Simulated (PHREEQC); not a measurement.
PHREEQC input (ion-association model, phreeqc.dat):

```
SOLUTION_SPECIES
  CO3-2 + 10 H+ + 8 e- = CH4 + 3 H2O  # shut off: no methane
    -log_k -100
    -delta_h 0
    -analytic -100
SOLUTION 1
  temp 25
  units mol/kgw
  pH 7 charge
  C(4) 0.019
  Na 0.019
END
SELECTED_OUTPUT 1
  -reset false
  -pH true
  -pe true
  -ionic_strength true
  -water true
  -totals C Na C(-4) C(4) Hdg
  -molalities H+ Na+ CO3-2 OH- HCO3- CO2 (CO2)2 NaOH NaCO3- NaHCO3
USER_PUNCH 1
  -headings p_CO2(g) phi_CO2(g) p_Hdg(g) phi_Hdg(g) p_H2O(g) phi_H2O(g) density
  10 PUNCH PR_P("CO2(g)"), PR_PHI("CO2(g)"), PR_P("Hdg(g)"), PR_PHI("Hdg(g)"), PR_P("H2O(g)"), PR_PHI("H2O(g)"), RHO
PRINT
  -reset false
USE solution 1
REACTION_TEMPERATURE 1
  25
GAS_PHASE 1
  -fixed_pressure
  -pressure 1
  -temperature 25
  -volume 20
  CO2(g) 0.71
  Hdg(g) 0.29
  H2O(g) 0
END
# ... the last block is repeated for the other 9 points of P (atm)
```

Selected output (columns that matter, 10 of 10 rows; P (atm) added in front):

```
P (atm)	pH	mu	C	Na	Hdg	m_H+	m_Na+	p_CO2(g)	phi_CO2(g)	p_Hdg(g)	phi_Hdg(g)	p_H2O(g)	phi_H2O(g)	density
1	6.2095	0.018858	0.041932	0.019009	0.00022826	6.9232e-07	0.018855	0.67964	0.99477	0.28869	1.0022	0.03167	0.99102	0.99841
2	5.9042	0.018858	0.065331	0.019009	0.00046444	1.3984e-06	0.018855	1.3812	0.98959	0.58686	1.0043	0.031955	0.98251	0.99867
3	5.7283	0.018858	0.088462	0.019009	0.00070097	2.0963e-06	0.018855	2.0829	0.98443	0.88488	1.0065	0.032243	0.97405	0.99893
5	5.5098	0.018859	0.13393	0.019009	0.0011751	3.4676e-06	0.018855	3.4867	0.97417	1.4805	1.0108	0.032831	0.95727	0.99944
7.5	5.3392	0.018861	0.18928	0.019009	0.0017699	5.1364e-06	0.018855	5.2423	0.96144	2.2241	1.0164	0.033587	0.93656	1.0001
10	5.2201	0.018862	0.24299	0.01901	0.0023673	6.7557e-06	0.018855	6.9988	0.94883	2.9668	1.0221	0.034368	0.91614	1.0007
15	5.0564	0.018865	0.34558	0.01901	0.0035711	9.8499e-06	0.018855	10.514	0.92395	4.4496	1.0341	0.036006	0.87615	1.0018
20	4.944	0.018868	0.44181	0.019011	0.0047884	1.2757e-05	0.018855	14.033	0.89951	5.9289	1.0467	0.037755	0.83728	1.0029
30	4.7935	0.018873	0.61576	0.019013	0.0072728	1.8039e-05	0.018855	21.08	0.85196	8.878	1.0742	0.041621	0.76284	1.0049
40	4.6946	0.018878	0.76604	0.019015	0.0098401	2.2653e-05	0.018856	28.139	0.80613	11.815	1.1049	0.046056	0.69269	1.0067
```

Complexes and solids missing from the database can't appear.
